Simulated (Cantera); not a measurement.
# Adiabatic ignition

An adiabatic, constant-volume homogeneous reactor starts with 22.1 % H2, 15.0 % O2, 56.2 % N2, 6.64 % H2O, equivalence ratio 0.74, at 1623 K and 1.01 bar.

Cantera simulation using GRI-Mech 3.0 (53 species, 325 reactions); the numbers are that mechanism's predictions, not measurements.

```tsv
t (s)	T (K)	P (bar)	x H2	x O2	x H2O	x OH	x NO	x H	x N2O
4.00e-6	1623	1.01	0.221	0.150	0.0665	1.84e-5	<1e-12	9.21e-5	3.04e-11
1.31e-5	1945	1.19	0.0455	0.0576	0.200	0.0268	1.00e-5	0.0674	1.01e-7
4.28e-5	2641	1.55	0.0340	0.0466	0.243	0.0380	0.000179	0.0221	3.26e-7
0.000140	2850	1.64	0.0262	0.0430	0.261	0.0363	0.00182	0.0124	7.71e-7
0.000458	2845	1.64	0.0263	0.0410	0.262	0.0355	0.00669	0.0122	7.95e-7
0.00150	2838	1.63	0.0265	0.0384	0.262	0.0344	0.0132	0.0120	8.82e-7
0.00490	2837	1.63	0.0266	0.0380	0.263	0.0342	0.0144	0.0119	9.05e-7
0.0160	2837	1.63	0.0266	0.0380	0.263	0.0342	0.0144	0.0119	9.05e-7
0.0524	2837	1.63	0.0266	0.0380	0.263	0.0342	0.0144	0.0119	9.05e-7
0.171	2837	1.63	0.0266	0.0380	0.263	0.0342	0.0144	0.0119	9.05e-7
0.561	2837	1.63	0.0266	0.0380	0.263	0.0342	0.0144	0.0119	9.05e-7
1.83	2837	1.63	0.0266	0.0380	0.263	0.0342	0.0144	0.0119	9.05e-7
6.00	2837	1.63	0.0266	0.0380	0.263	0.0342	0.0144	0.0119	9.05e-7
```
x: mole fraction; the columns are a selection and need not sum to one.

```
Quantity                                                           Value
---------------------------------  -------------------------------------
time of steepest temperature rise                                9.77 µs
temperature at 6.00 s                                             2837 K
equilibrium temperature                                           2837 K
x(H2) at 6.00 s                    0.0266 (gas-phase equilibrium 0.0266)
x(O2) at 6.00 s                    0.0380 (gas-phase equilibrium 0.0380)
x(H2O) at 6.00 s                     0.263 (gas-phase equilibrium 0.263)
```
